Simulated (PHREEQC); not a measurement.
A column of 0.2 m (40 cells, dispersivity 0.016 m, 720 s a shift, diffusion coefficient 3e-10 m²/s) holds 0.0031 eq of the database's cation exchanger X per kg of pore water, first in equilibrium with 0.00055 mol/kgw CdCl2, 0.0028 mol/kgw MgCl2, 0.0069 mol/kgw BaCl2 and 1e-05 mol/kgw HCl. It is flushed with 0.0022 mol NaCl and 1e-05 mol HCl per kg of water, at 25 °C. Values are for the last cell. CO2 from the air is kept out. Precipitation was switched off in this run.

The series has 34 steps of pore volumes, from 0 to 4.963.

All values are PHREEQC results (ion-association model, phreeqc.dat), not measurements.

**Question.** After how many pore volumes does Na at the outlet first reach half of its feed value?

**Answer.** By 1.1 pore volumes.
